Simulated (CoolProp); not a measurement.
R21 along the isotherm 473 K: density (kg/m³) from the reference equation and from simpler models built on Tc = 452.7 K, pc = 5.289 MPa, ω = 0.206; each cubic takes its own stable root.

Computed with CoolProp (reference Helmholtz-energy equation of state, Platzer 1990). This equation is an older, rougher fit; its heat capacities, sound speeds and derivatives of the liquid may be far off and weren't checked against measurements.

```tsv
p (MPa)	phase	reference	van der Waals	Redlich-Kwong
0.0836	gas	2.198	2.197	2.198
0.141	gas	3.719	3.717	3.720
0.238	gas	6.311	6.305	6.315
0.402	gas	10.76	10.74	10.77
0.678	gas	18.44	18.39	18.47
1.14	gas	31.92	…	…
1.93	gas	…	56.53	57.25
3.26	gas	…	…	108.3
5.5	supercritical	253.7	248.0	251.4
9.28	supercritical	780.2	…	688.3
15.7	supercritical	933.6	702.6	…
26.4	supercritical	1032	779.1	977.4
```

Question: Fill in the missing entries.

Answer: 
- 1.14, van der Waals: 31.75
- 1.14, Redlich-Kwong: 31.99
- 1.93, reference: 57.09
- 3.26, reference: 108.1
- 3.26, van der Waals: 106.0
- 9.28, van der Waals: 601.6
- 15.7, Redlich-Kwong: 852.5
